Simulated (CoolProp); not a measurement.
A simple Rankine cycle with R141b: condensing at 297.15 K, boiler at 3.1 MPa, turbine inlet 461.9 K, turbine efficiency 0.7, pump efficiency 0.8, no recuperator. Each further row changes one setting.

The numbers come from the reference Helmholtz-energy equation of state, Lemmon 2006 in CoolProp. It is a short technical equation, of lower accuracy than the large ones.

```json
[
 {"case": "as stated", "thermal efficiency (%)": "17.7", "net work (kJ/kg)": "(withheld)", "heat in (kJ/kg)": "322", "turbine exit temperature (K)": "344.5", "volume ratio over the turbine": "49.8"},
 {"case": "turbine inlet 481.9 K", "thermal efficiency (%)": "18.0", "net work (kJ/kg)": "63.2", "heat in (kJ/kg)": "351", "turbine exit temperature (K)": "371.3", "volume ratio over the turbine": "44.8"},
 {"case": "condensing temperature 289.15 K", "thermal efficiency (%)": "18.6", "net work (kJ/kg)": "61.5", "heat in (kJ/kg)": "(withheld)", "turbine exit temperature (K)": "338.4", "volume ratio over the turbine": "66.9"},
 {"case": "boiler pressure 2.17 MPa", "thermal efficiency (%)": "16.9", "net work (kJ/kg)": "58.0", "heat in (kJ/kg)": "343", "turbine exit temperature (K)": "368.3", "volume ratio over the turbine": "29.3"},
 {"case": "turbine efficiency 0.6", "thermal efficiency (%)": "15.0", "net work (kJ/kg)": "48.3", "heat in (kJ/kg)": "322", "turbine exit temperature (K)": "(withheld)", "volume ratio over the turbine": "51.4"}
]
```

Problem. Some entries are withheld; supply them.

Solution. 
- as stated, net work (kJ/kg): 56.9
- condensing temperature 289.15 K, heat in (kJ/kg): 331
- turbine efficiency 0.6, turbine exit temperature (K): 354.7
